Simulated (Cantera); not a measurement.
Cantera run:

```python
import numpy as np
import cantera as ct

gas_names = """
    C CH CH2 CH3 CH2OH CH3O CH4 CH3OH CO CO2 COOH C2 C2H CHCO,ketyl C2H2,acetylene C2H2,vinylidene
    CH2CO,ketene C2H3,vinyl CH3CO,acetyl C2H4 C2H4O,ethylen CH3CHO,ethanal CH3COOH (HCOOH)2 C2H5 C2H6
    CH3OCH3 C2H5OH C2O C3 C3H3,propargyl C3H4,allene C3H4,propyne C3H4,cyclo- C3H5,allyl C3H6,propylene
    C3H6,cyclo- C3H6O C3H7,n-propyl C3H7,i-propyl C3H8 C3H8O,1propanol C3H8O,2propanol C3O2 C4 C4H2
    C4H4,1,3-cyclo- C4H6,butadiene C4H6,2-butyne C4H6,cyclo- C4H8,1-butene C4H8,cis2-buten
    C4H8,tr2-butene C4H8,isobutene C4H8,cyclo- (CH3COOH)2 C4H9,n-butyl C4H9,i-butyl C4H9,s-butyl
    C4H9,t-butyl C4H10,isobutane C4H10,n-butane C5 C5H6,1,3cyclo- C5H8,cyclo- C5H10,1-pentene
    C5H10,cyclo- C5H11,pentyl C5H11,t-pentyl C5H12,n-pentane C5H12,i-pentane CH3C(CH3)2CH3 C6H2
    C6H5,phenyl C6H5O,phenoxy C6H6 C6H5OH,phenol C6H10,cyclo- C6H12,1-hexene C6H12,cyclo- C6H13,n-hexyl
    C7H7,benzyl C7H8 C7H8O,cresol C7H14,1-heptene C7H15,n-heptyl C7H16,n-heptane C8H8,styrene
    C8H10,ethylbenz C8H16,1-octene C8H17,n-octyl C8H18,isooctane C8H18,n-octane C9H19,n-nonyl
    C10H8,naphthale C10H21,n-decyl C12H9,o-bipheny C12H10,bipheny H HCO HO2 H2 HCHO,formaldehy HCOOH H2O
    H2O2 Mg MgH MgO MgOH MgO2H2 Mg2 O OH O2 O3
""".split()
cond_names = """
    C(gr) C6H6(L) C7H8(L) C8H18(L),n-octa H2O(s) H2O(L) Mg(cr) Mg(L) MgCO3(s) MgO(s) MgO(L) MgO2H2(s)
""".split()


def load(file, names, dense=False):
    # The tables refer to 1 bar. Condensed volumes are neglected.
    table = {s.name: s for s in ct.Species.list_from_file(file)}
    out = []
    for n in names:
        d = dict(table[n].input_data)
        d["thermo"] = dict(d["thermo"], **{"reference-pressure": 1e5})
        if dense:
            d["equation-of-state"] = {"model": "constant-volume", "density": "1e6 g/cm^3"}
        out.append(ct.Species.from_dict(d))
    return out


gas = ct.Solution(thermo="ideal-gas", species=load("nasa_gas.yaml", gas_names))
cond = {s.name: ct.Solution(thermo="fixed-stoichiometry", species=[s], name=s.name)
        for s in load("nasa_condensed.yaml", cond_names, dense=True)}
atoms = {
    'MgCO3': {'Mg': 1, 'C': 1, 'O': 3},
    'H2O': {'H': 2, 'O': 1},
}
top_T = {'C(gr)': 4500}  # K; cautious upper limits of use, not melting points


def equilibrate(T, P, feed):
    n = {}
    for name, mol in feed.items():
        for a, k in atoms[name].items():
            n[a] = n.get(a, 0.0) + k * mol
    gas.TPX = T, P, n
    mass = sum(n.values()) * gas.mean_molecular_weight
    gas.equilibrate("TP")
    valid = [c for c in cond.values() if c.min_temp <= T <= top_T.get(c.name, c.max_temp)]
    mix = ct.Mixture([(gas, mass / gas.mean_molecular_weight)] + [(c, 0.0) for c in valid])
    mix.T, mix.P = T, P
    mix.equilibrate("TP", solver="vcs", rtol=1e-11, max_steps=5000)
    return mix


results = []
feed = {'MgCO3': 1, 'H2O': 3.7}  # mol
T = 1248  # K
P = 100000  # Pa
mix = equilibrate(T, P, feed)
results.append((T, P, feed, dict(zip(mix.species_names, mix.species_moles))))
print(gas.report(threshold=0.0001))
for i in range(1, mix.n_phases):
    print(f"{mix.phase(i).name:16s} {mix.phase_moles(i):12.5e} mol")
```

Result:

```
       temperature   1248 K
          pressure   1e+05 Pa
           density   0.22691 kg/m^3
  mean mol. weight   23.545 kg/kmol
   phase of matter   gas

                          1 kg             1 kmol
                     ---------------   ---------------
          enthalpy       -9.9893e+06        -2.352e+08  J
   internal energy        -1.043e+07       -2.4558e+08  J
           entropy             10826        2.5491e+05  J/K
    Gibbs function       -2.3501e+07       -5.5333e+08  J
 heat capacity c_p            1999.4             47077  J/K
 heat capacity c_v            1646.3             38763  J/K

                      mass frac. Y      mole frac. X     chem. pot. / RT
                     ---------------   ---------------   ---------------
               CO2           0.39767           0.21276           -68.791
               H2O           0.60231           0.78722           -49.146
     [ +114 minor]        1.5992e-05        2.2228e-05

C(gr)             0.00000e+00 mol
Mg(L)             0.00000e+00 mol
MgO(s)            1.00000e+00 mol
```

Cantera equilibrium calculation (NASA polynomials, part measured and part estimated; ideal gas, pure solids and liquids).
